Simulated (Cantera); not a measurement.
Charge: 1 mol MgSO4, 0.26 mol CO2, 0.0096 mol C, equilibrated at 1025 K and 1330 Pa.

These are equilibrium values from Cantera (NASA tables, ideal gas, pure condensed phases), not measurements of a reactor. Candidate condensed phases: C, Mg, MgCO3, MgO, MgS, MgSO4, S; 26 gas species. Mutual solubility and eutectic melting of coexisting phases are not modelled. Rates play no part.

Base state: CO2 0.918, SO2 0.0759, O2 0.00526, SO3 0.000862 (mole fractions); condensed: MgO(s) + MgSO4(s).

What changes in the equilibrium state with this change: temperature from 1025 K to 2000 K?


```
species          before     after
-------------  --------  --------
SO2              0.0759     0.564
O2              0.00526     0.278
CO2               0.918     0.149
O                 <1e-9   0.00306
SO                <1e-9   0.00138
CO              1.53e-8   0.00324
SO3            0.000862  0.000193
MgO(s), mol      0.0225     1.000
MgSO4(s), mol     0.977         0
```
